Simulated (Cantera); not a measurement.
Feed: 1 mol C₂F₆, equilibrated at 1450 °C and 0.340 bar.

Method: chemical equilibrium by Gibbs-energy minimisation in Cantera with the NASA 1993 tables (ideal gas, pure condensed phases). Candidate condensed phases: C; 13 gas species. The feed counts by its element totals alone. Gases not in the tables: C₂F₆ and larger saturated fluorocarbons. The numbers say what is thermodynamically allowed, not how fast it happens.

Base state: CF₄ 0.998, CF₂ 0.00132, CF₃ 0.000430, F 0.000119 (mole fractions); condensed: C(graphite).

What changes in the equilibrium state with this change: temperature from 1450 °C to 1277 °C?


```csv
species,before,after
CF₄,0.998,1.000
CF₂,0.00132,0.000151
CF₃,0.000430,7.38e-5
F,0.000119,1.00e-5
"C(graphite), mol",0.499,0.500
```
